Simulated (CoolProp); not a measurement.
Aqueous magnesium chloride as a coolant, 3 % by mass, freezing at -1.8 °C, 1 atm.

Model: Melinder's fits for secondary coolants, in CoolProp.

```
T (°C)  conductivity (W/(m K))  cp (kJ/(kg K))  Prandtl number  density (kg/m³)
------  ----------------------  --------------  --------------  ---------------
3.7                      0.563           4.004            13.1             1026
8.3                          ?           4.004            11.1             1025
13                       0.580           4.005            9.61             1025
17.7                         ?           4.008            8.40             1024
22.3                     0.595               ?               ?             1023
27                       0.603           4.014               ?             1021
31.7                     0.610           4.018            5.93             1020
```

Some entries are withheld; supply them.


- 8.3, conductivity (W/(m K)): 0.572
- 17.7, conductivity (W/(m K)): 0.588
- 22.3, cp (kJ/(kg K)): 4.011
- 22.3, Prandtl number: 7.43
- 27, Prandtl number: 6.62
